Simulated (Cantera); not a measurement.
Input: 1 mol FeS2, 0.18 mol H2S, 2.4 mol CO2, equilibrated at 848 K and 1 atm.

These are equilibrium values from Cantera (NASA tables, ideal gas, pure condensed phases), not measurements of a reactor. Candidate condensed phases: C, C6H6, C7H8, C8H18, Fe, Fe(CO)5, FeO, Fe(OH)2, Fe(OH)3, FeS, FeSO4, FeS2, Fe2O3, Fe2(SO4)3, Fe3O4, H2O, H2SO4, S; 127 gas species. Gases not in the tables: S3 to S7. The numbers say what is thermodynamically allowed, not how fast it happens.

Base state: CO2 0.901, H2S 0.0439, H2O 0.0249, COS 0.0166, CO 0.00822, S2 0.00439, H2 0.000702, CS2 7.32e-5 (mole fractions); condensed: FeS2(s).

Task: What changes in the equilibrium state with this change: pressure from 1 atm to 9000 Torr?

Result: 
| species | before | after |
|---|---|---|
| CO2 | 0.901 | 0.905 |
| H2S | 0.0439 | 0.0463 |
| H2O | 0.0249 | 0.0231 |
| CO | 0.00822 | 0.00397 |
| COS | 0.0166 | 0.0190 |
| H2 | 0.000702 | 0.000313 |
| S2 | 0.00439 | 0.00208 |
| CS2 | 7.32e-5 | 9.52e-5 |
| FeS2(s), mol | 1.00 | 1.00 |

Task: What changes in the equilibrium state with this change: temperature from 848 K to 1798 K?

Result: 
```tsv
species	before	after
CO2	0.901	0.411
CO	0.00822	0.295
SO2	4.26e-5	0.123
S2	0.00439	0.102
H2S	0.0439	0.00277
COS	0.0166	0.00362
H2O	0.0249	0.0419
SO	8.02e-9	0.00849
S	<1e-9	0.000232
H	<1e-9	3.11e-5
FeS2(s), mol	1.00	0
FeS(l), mol	0	1.000
```
FeS: taken at fixed stoichiometry.
